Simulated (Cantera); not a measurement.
Gas mixture: N₂ : CH₃OH : CH₄ : CO₂ = 0.76 : 0.62 : 0.099 : 0.66 (molar parts), at 2200 Pa, frozen composition.

Cantera's kinetic-theory transport with the Lennard-Jones parameters of GRI-Mech 3.0, ideal gas; thermal conductivity in the mixture-averaged form. Polar gases are described roughly by these parameters. The composition is frozen, though it would react at the higher temperatures.

D: mixture-averaged diffusion coefficient of that species in the mixture.

| T (K) | ρ (kg/m³) | cp (J/kg/K) | μ (µPa s) | λ (mW/m/K) | Pr | D (cm²/s) C₂H₂ | D (cm²/s) O | D (cm²/s) CH₃ |
|---|---|---|---|---|---|---|---|---|
| 400 | 0.0222 | 1190 | 18.1 | 29.6 | 0.727 | (withheld) | 21.3 | 14.7 |
| 600 | 0.0148 | 1408 | 25.5 | 48.1 | 0.746 | (withheld) | 43.2 | 30.4 |
| 800 | 0.0111 | 1583 | 32.0 | 66.5 | 0.761 | (withheld) | 70.6 | 50.1 |
| 1000 | 0.00888 | 1722 | 37.8 | 84.1 | 0.773 | (withheld) | 103 | 73.4 |
| 1200 | 0.00740 | 1826 | 43.1 | 101 | 0.780 | (withheld) | 140 | 100 |
| 1400 | 0.00634 | 1907 | 48.0 | 117 | 0.784 | (withheld) | 181 | 130 |
| 1600 | 0.00555 | 1970 | 52.7 | 132 | 0.786 | (withheld) | 226 | 162 |
| 1800 | 0.00493 | 2019 | 57.1 | 146 | 0.788 | (withheld) | 275 | 198 |

### Question
Fill in the missing entries.

### Answer

- 400, D (cm²/s) C₂H₂: 10.7
- 600, D (cm²/s) C₂H₂: 22.5
- 800, D (cm²/s) C₂H₂: 37.3
- 1000, D (cm²/s) C₂H₂: 55.0
- 1200, D (cm²/s) C₂H₂: 75.1
- 1400, D (cm²/s) C₂H₂: 97.5
- 1600, D (cm²/s) C₂H₂: 122
- 1800, D (cm²/s) C₂H₂: 149
